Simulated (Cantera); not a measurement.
**Thermodynamics of carbon deposition, reforming and gasification, feed C2H4 + CO2 + N2 + H2O**

Input: 1 mol C2H4, 0.27 mol CO2, 12 mol N2, 1.6 mol H2O, held at 652 °C.

Equilibrium computed with Cantera from the NASA thermochemical tables; the gas is ideal and each condensed phase is pure. Candidate condensed phases: C, C6H6, C7H8, C8H18, H2O; 136 gas species. The ideal-gas law is rough above about 30 bar. Rates play no part.

```
P (Pa)     x N2    x H2     x CO     x H2O     x CH4     x CO2     x NH3  n C(graphite)
--------  -----  ------  -------  --------  --------  --------  --------  -------------
10        0.676   0.203    0.121   3.64e-6   9.34e-7   4.37e-6   7.48e-9          0.130
100       0.676   0.203    0.121   3.63e-5   9.34e-6   4.37e-5   7.48e-8          0.131
1000      0.677   0.203    0.120  0.000360   9.31e-5  0.000429   7.46e-7          0.142
10000     0.682   0.199    0.111   0.00329  0.000902   0.00370   7.31e-6          0.237
100000    0.706   0.178   0.0737    0.0195   0.00717    0.0163   6.26e-5          0.617
1000000   0.749   0.114   0.0298    0.0506    0.0297    0.0266  0.000333          0.892
10000000  0.783  0.0496  0.00979    0.0722    0.0558    0.0288  0.000972          0.823
```
x: gas mole fraction; n: condensed amount in mol.

From 10.0 Pa to 100 bar the condensed part is C(graphite). The main C-bearing gas is CO at 10.0 Pa and CH4 at 100 bar. The share of C in condensed phases is highest at 10.0 bar (39.3 %) and lowest at 10.0 Pa (5.7 %).
